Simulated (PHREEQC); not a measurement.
0.97 g of hydrous ferric oxide (600 m²/g; 0.2 weak and 0.005 strong sites per Fe, Dzombak-Morel constants, diffuse double layer) in 1 kg of water with 0.05 mol/kgw of an inert sodium salt and 3 mmol/kgw CaCl2, at 25 °C; the pH is set by adding NaOH or the inert anion's acid. Oxygen is held at 0.21 atm. The system is closed to CO2. Precipitation was switched off in this run.

Model: ion-association model, wateq4f.dat, run in PHREEQC.

| pH | Ca sorbed (%) | surface charge σ (C/m²) | surface potential ψ (mV) |
|---|---|---|---|
| 4 | 0.0 | 0.301 | 156 |
| 4.67 | 0.0 | 0.227 | 142 |
| 5.33 | 0.0 | 0.154 | 122 |
| 6 | ___ | 0.094 | 98 |
| 6.67 | ___ | ___ | 71 |
| 7.33 | 1.8 | 0.027 | 43 |
| 8 | 6.5 | 0.009 | 17 |
| 8.67 | 19.8 | 0.003 | ___ |
| 9.33 | 30.7 | 0.002 | ___ |
| 10 | 35.1 | ___ | 2 |
| 10.67 | 36.4 | 0.000 | 1 |
| 11.33 | 36.9 | 0.000 | 0 |
| 12 | 37.1 | -0.001 | -2 |

Q: Some entries are withheld; supply them.

A: 
- 6, Ca sorbed (%): 0.1
- 6.67, Ca sorbed (%): 0.5
- 6.67, surface charge σ (C/m²): 0.053
- 8.67, surface potential ψ (mV): 6
- 9.33, surface potential ψ (mV): 3
- 10, surface charge σ (C/m²): 0.001

Species that the database lacks are ignored.
